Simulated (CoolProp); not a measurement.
The fluid at 120.42 K and 0.96 MPa is compressed adiabatically to 6.37 MPa with isentropic efficiency 0.9. The same conditions are run with several fluids, on thermodynamics alone (safety and materials aside).

Model: reference Helmholtz-energy equation of state of each fluid (fluorine: de Reuck 1990; normal hydrogen: Leachman 2009; dry air: Lemmon 2000; nitrogen: Span 2000; carbon monoxide: Lemmon 2006), in CoolProp. Blends and air are pseudo-pure fits.

| fluid | work (kJ/kg) | final temperature (K) | final density (kg/m³) |
|---|---|---|---|
| fluorine | (withheld) | (withheld) | (withheld) |
| normal hydrogen | 1480 | (withheld) | 6.38 |
| dry air | 85.7 | 219.5 | (withheld) |
| nitrogen | (withheld) | 219.5 | (withheld) |
| carbon monoxide | (withheld) | 220.0 | 108 |

Question: Fill in the missing entries.

Answer: 
- fluorine, work (kJ/kg): 65.0
- fluorine, final temperature (K): 216.5
- fluorine, final density (kg/m³): 150
- normal hydrogen, final temperature (K): 232.1
- dry air, final density (kg/m³): 111
- nitrogen, work (kJ/kg): 89.7
- nitrogen, final density (kg/m³): 106
- carbon monoxide, work (kJ/kg): 87.8
